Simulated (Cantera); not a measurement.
A closed system holds: 1 mol Si, 1.1 mol HCl, 11 mol N2, 3.7 mol F2, held at 0.0158 Torr.

Cantera equilibrium calculation (NASA polynomials, part measured and part estimated; ideal gas, pure solids and liquids). Candidate condensed phases: NH4Cl, Si, Si3N4; 49 gas species. Equilibrium is a limit: real reactors are often held back by kinetics, nucleation or transport.

Problem. At 1198 K, list the 4 most abundant gas species with their mole fractions, and the condensed phases.

Solution. N2 0.678, F 0.127, HF 0.0678, SiF4 0.0617. Condensed: gas only.
